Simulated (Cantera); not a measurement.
Input: 1 mol Cr, 0.013 mol H₂O, 110 mol H₂, held at 1277 °C and 3.70 Pa.

Equilibrium computed with Cantera from the NASA thermochemical tables; the gas is ideal and each condensed phase is pure. Candidate condensed phases: Cr, Cr₂O₃, H₂O; 13 gas species. The numbers say what is thermodynamically allowed, not how fast it happens.

What is the equilibrium state?


```json
{
  "x(H₂)": "0.986",
  "x(Cr)": "0.00898",
  "x(H)": "0.00514",
  "x(H₂O)": "0.000116",
  "gas_amount": "111.3 mol",
  "log10 activity of Cr(s) (absent)": "-0.66"
}
```
